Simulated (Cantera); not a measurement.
A Cantera script and what it prints.

```python
import numpy as np
import cantera as ct

gas_names = """
    B BO BO2 B2 B2O B2O2 B2O3 O O2 O3
""".split()
cond_names = """
    B(b) B(L) B2O3(L)
""".split()


# ... load() reads the species with a 1 bar reference pressure and builds the phases ...
atoms = {
    'B2O3': {'B': 2, 'O': 3},
    'O2': {'O': 2},
}
top_T = {}  # K; cautious upper limits of use, not melting points


# ... equilibrate(T, P, feed) seeds the gas with the atoms and calls Mixture.equilibrate('TP', solver="vcs", rtol=1e-11, max_steps=5000) ...
results = []
feed = {'B2O3': 1, 'O2': 0.055}  # mol
P = 97  # Pa
for T in [1025, 1125, 1225, 1325, 1425, 1525, 1625, 1725, 1825]:
    mix = equilibrate(T, P, feed)
    results.append((T, P, feed, dict(zip(mix.species_names, mix.species_moles))))
    x = sorted(zip(gas.X, gas.species_names), reverse=True)
    print(f"T = {T:g} K  P = {P:g} Pa  gas = {mix.phase_moles(0):.4g} mol")
    print("   x: " + "  ".join(f"{s} {v:.3e}" for v, s in x if v > 0.0001))
    print("   condensed (mol): " + ("  ".join(f"{mix.phase(i).name} {mix.phase_moles(i):.4g}"
          for i in range(1, mix.n_phases) if mix.phase_moles(i) > 1e-12) or "none"))
```

Output:

```
T = 1025 K  P = 97 Pa  gas = 0.055 mol
   x: O2 1.000e+00
   condensed (mol): B2O3(L) 1
T = 1125 K  P = 97 Pa  gas = 0.055 mol
   x: O2 1.000e+00
   condensed (mol): B2O3(L) 1
T = 1225 K  P = 97 Pa  gas = 0.055 mol
   x: O2 1.000e+00
   condensed (mol): B2O3(L) 1
T = 1325 K  P = 97 Pa  gas = 0.05502 mol
   x: O2 9.996e-01  B2O3 3.779e-04
   condensed (mol): B2O3(L) 1
T = 1425 K  P = 97 Pa  gas = 0.05527 mol
   x: O2 9.950e-01  B2O3 4.428e-03  BO2 4.989e-04
   condensed (mol): B2O3(L) 0.9997
T = 1525 K  P = 97 Pa  gas = 0.05725 mol
   x: O2 9.598e-01  B2O3 3.697e-02  BO2 3.028e-03  O 1.782e-04
   condensed (mol): B2O3(L) 0.9978
T = 1625 K  P = 97 Pa  gas = 0.07286 mol
   x: O2 7.511e-01  B2O3 2.345e-01  BO2 1.386e-02  O 5.417e-04
   condensed (mol): B2O3(L) 0.9824
T = 1725 K  P = 97 Pa  gas = 1.062 mol
   x: B2O3 9.295e-01  O2 4.548e-02  BO2 2.452e-02  O 3.974e-04
   condensed (mol): none
T = 1825 K  P = 97 Pa  gas = 1.066 mol
   x: B2O3 9.177e-01  O2 4.116e-02  BO2 3.992e-02  O 1.001e-03  BO 2.498e-04
   condensed (mol): none
```

These are equilibrium values from Cantera (NASA tables, ideal gas, pure condensed phases), not measurements of a reactor.
